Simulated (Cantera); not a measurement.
Input: 1 mol Si3N4, 0.0074 mol C, 0.25 mol N2, at 1.00 Torr.

These are equilibrium values from Cantera (NASA tables, ideal gas, pure condensed phases), not measurements of a reactor. Candidate condensed phases: C, Si, SiC, Si3N4; 20 gas species. Mutual solubility and eutectic melting of coexisting phases are not modelled. The tables' values for SiN are old estimates; treat these amounts as uncertain. Equilibrium is a limit: real reactors are often held back by kinetics, nucleation or transport.

log p: log10 of the partial pressure in bar; n: condensed amount in mol.

```csv
T (K),log p N2,log p Si,log p Si2,log p Si2C,log p Si2N,n SiC(s),n Si3N4(s),n Si(l)
1450,-2.88,-9.77,-14.09,-12.77,(withheld),0.00740,0.998,0
1650,-2.88,-6.76,-9.43,-9.12,(withheld),0.00740,0.998,0
1850,-2.88,-5.19,-7.35,-7.05,(withheld),0.00725,0,2.98
2050,-2.90,-4.11,-6.05,-5.58,(withheld),0.00266,0,2.84
2250,-3.14,-3.23,-4.98,-5.63,(withheld),0,0,1.04
2450,-3.24,-3.12,-5.37,-5.75,(withheld),0,0,0
2650,-3.24,-3.12,-5.86,-6.06,(withheld),0,0,0
2850,-3.24,-3.12,-6.29,-6.72,(withheld),0,0,0
```

### Question
What belongs in the gaps?

### Answer

- 1450, log p Si2N: -12.12
- 1650, log p Si2N: -8.29
- 1850, log p Si2N: -6.86
- 2050, log p Si2N: -6.10
- 2250, log p Si2N: -5.59
- 2450, log p Si2N: -6.38
- 2650, log p Si2N: -7.18
- 2850, log p Si2N: -7.87
